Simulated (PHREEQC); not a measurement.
A solution holds 0.032 mol KH2PO4, 0.00083 mol KOH and 0.17 mol NaCl per kg of water, at 25 °C. Closed to the air; pH follows from the charge balance.

All values are PHREEQC results (ion-association model, phreeqc.dat), not measurements.

```csv
quantity,before,after
pH,5.20,10.77
ionic strength (mol/kgw),0.203,0.171
SI of Halite (NaCl),-3.38,-3.37
SI of Sylvite (KCl),-3.45,-5.03
```

### Question
What was changed between the two runs?
(A) KH2PO4 from 0.032 to 0.16 mol/kgw
(B) KH2PO4 left out
(C) KOH replaced by KHSO4 at the same molality
(D) KOH replaced by K2SiO3 at the same molality
(E) KOH from 0.00083 to 8.3e-05 mol/kgw

### Answer
B, KH2PO4 left out

This is a speciation only: nothing precipitates in the calculation.
